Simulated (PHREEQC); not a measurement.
0.5 mol of Ag2CO3 (Ag2CO3) is brought to equilibrium with 1 kg of water holding 0.022 mol/kgw LiCl, with rising amounts of KNO3, at 25 °C. Oxygen is held at 0.21 atm. CO2 from the air is kept out. Solids allowed: Ag2CO3, Cerargyrite, Ag2O. Others were left out.

Base run: PHREEQC, ion-association model, wateq4f.dat. Each further column changes one thing. The table gives pH.

```json
[
 {"KNO3 added (mol)": "0", "base": "10.67", "temperature from 25 to 30 °C": "10.55"},
 {"KNO3 added (mol)": "0.0208", "base": "10.65", "temperature from 25 to 30 °C": "10.52"},
 {"KNO3 added (mol)": "0.0417", "base": "10.63", "temperature from 25 to 30 °C": "10.50"},
 {"KNO3 added (mol)": "0.0625", "base": "10.61", "temperature from 25 to 30 °C": "10.48"},
 {"KNO3 added (mol)": "0.0833", "base": "10.60", "temperature from 25 to 30 °C": "10.47"},
 {"KNO3 added (mol)": "0.104", "base": "10.59", "temperature from 25 to 30 °C": "10.46"},
 {"KNO3 added (mol)": "0.125", "base": "10.58", "temperature from 25 to 30 °C": "10.45"},
 {"KNO3 added (mol)": "0.146", "base": "10.57", "temperature from 25 to 30 °C": "10.44"},
 {"KNO3 added (mol)": "0.167", "base": "10.56", "temperature from 25 to 30 °C": "10.44"},
 {"KNO3 added (mol)": "0.188", "base": "10.56", "temperature from 25 to 30 °C": "10.43"},
 {"KNO3 added (mol)": "0.208", "base": "10.55", "temperature from 25 to 30 °C": "10.42"},
 {"KNO3 added (mol)": "0.229", "base": "10.55", "temperature from 25 to 30 °C": "10.42"},
 {"KNO3 added (mol)": "0.25", "base": "10.54", "temperature from 25 to 30 °C": "10.41"}
]
```
